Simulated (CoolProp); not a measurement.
The numbers come from the reference Helmholtz-energy equation of state, Zhou 2016 in CoolProp.

**Question.** For R245ca, give the phase and the Z, cv (kJ/(kg K)), speed of sound (m/s), Joule-Thomson coefficient (K/MPa) at 426.8 K and 425 kPa.

**Answer.** 
- 426.8 K and 425 kPa: gas; Z 0.954, cv 1.08, speed of sound 161, Joule-Thomson coefficient 9.16
